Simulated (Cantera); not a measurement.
Feed: 1 mol Si3N4, 2.1 mol CO2, 160 mol H2, equilibrated at 45.8 Torr.

Cantera equilibrium calculation (NASA polynomials, part measured and part estimated; ideal gas, pure solids and liquids). Candidate condensed phases: C, C6H6, C7H8, C8H18, H2O, Si, SiC, SiO2, Si2N2O, Si3N4; 151 gas species. Gases not in the tables: Si2H6 and higher silanes. The numbers say what is thermodynamically allowed, not how fast it happens. All values below are at 2098 K.

Base state: H2 0.948, SiO 0.0142, H 0.0121, N2 0.0118, CO 0.0109, Si 0.00176, SiH 0.000231, HCN 0.000212 (mole fractions); condensed: SiC(s).

Problem. What changes in the equilibrium state with this change: CO2 from 2.1 to 0.011 mol?

Solution. 
```json
[
 {"species": "H2", "before": "0.948", "after": "0.973"},
 {"species": "H", "before": "0.0121", "after": "0.0123"},
 {"species": "N2", "before": "0.0118", "after": "0.0122"},
 {"species": "SiO", "before": "0.0142", "after": "0.000122"},
 {"species": "CO", "before": "0.0109", "after": "1.23e-5"},
 {"species": "Si", "before": "0.00176", "after": "0.00214"},
 {"species": "C2H2 (acetylene)", "before": "1.20e-5", "after": "3.12e-7"},
 {"species": "HCN", "before": "0.000212", "after": "3.48e-5"},
 {"species": "SiC(s), mol", "before": "0.225", "after": "0"},
 {"species": "Si(l), mol", "before": "0", "after": "2.53"}
]
```
The tables' values for SiN are old estimates; treat these amounts as uncertain.

Problem. What changes in the equilibrium state with this change: Si3N4 replaced by SiC?

Solution. 
| species | before | after |
|---|---|---|
| H2 | 0.948 | 0.962 |
| CO | 0.0109 | 0.0188 |
| H | 0.0121 | 0.0122 |
| N2 | 0.0118 | 0 |
| SiO | 0.0142 | 0.00606 |
| HCN | 0.000212 | 0 |
| Si2C | 7.16e-5 | <1e-9 |
| Si2 | 1.88e-5 | <1e-9 |
| HNC | 1.43e-5 | 0 |
| C2H2 (acetylene) | 1.20e-5 | <1e-9 |
| SiC(s), mol | 0.225 | 0 |
